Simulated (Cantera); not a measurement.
An isothermal, constant-pressure homogeneous reactor starts with H₂ : O₂ = 0.045 : 1 (molar parts), equivalence ratio 0.022, at 975 K and 0.0132 atm.

Computed with Cantera and the H2/O2 subset of GRI-Mech 3.0, which has no nitrogen chemistry. Radical loss at walls, strong at low pressure, is not modelled. The temperature is held fixed by assumption; the heat of reaction is taken as removed at once.

x: mole fraction; the columns are a selection and need not sum to one.

```
t (s)         x H₂   x O₂       x O      x OH    x H₂O₂     x H₂O
--------  --------  -----  --------  --------  --------  --------
0.000400    0.0431  0.957  6.48e-11  3.79e-11    <1e-12  4.99e-11
0.000848    0.0431  0.957  3.26e-10  1.59e-10    <1e-12  3.85e-10
0.00180     0.0431  0.957   3.82e-9   1.75e-9    <1e-12   5.84e-9
0.00381     0.0431  0.957       [?]       [?]  2.20e-12       [?]
0.00808     0.0312  0.949   0.00466   0.00167   1.82e-7   0.00907
0.0171    0.000908  0.941    0.0120   0.00125   1.09e-7    0.0396
0.0363    0.000258  0.951   0.00473  0.000620   8.58e-8    0.0428
0.0770     6.66e-5  0.955   0.00131  0.000296   7.43e-8    0.0437
0.163      1.52e-5  0.956  0.000311  0.000140   5.97e-8    0.0439
0.346      3.31e-6  0.956   7.21e-5   6.76e-5   4.12e-8    0.0440
0.734          [?]  0.956       [?]       [?]       [?]    0.0440
1.56       1.87e-7  0.956   5.07e-6   1.82e-5   1.36e-8    0.0440
3.30       5.37e-8  0.956   1.63e-6   1.03e-5   7.11e-9    0.0440
7.00       1.76e-8  0.956   5.81e-7   6.16e-6   3.65e-9    0.0440
```

Q: Some entries are withheld; supply them.

A: 
- 0.00381, x O: 4.79e-7
- 0.00381, x OH: 2.17e-7
- 0.00381, x H₂O: 7.71e-7
- 0.734, x H₂: 7.48e-7
- 0.734, x O: 1.80e-5
- 0.734, x OH: 3.40e-5
- 0.734, x H₂O₂: 2.47e-8
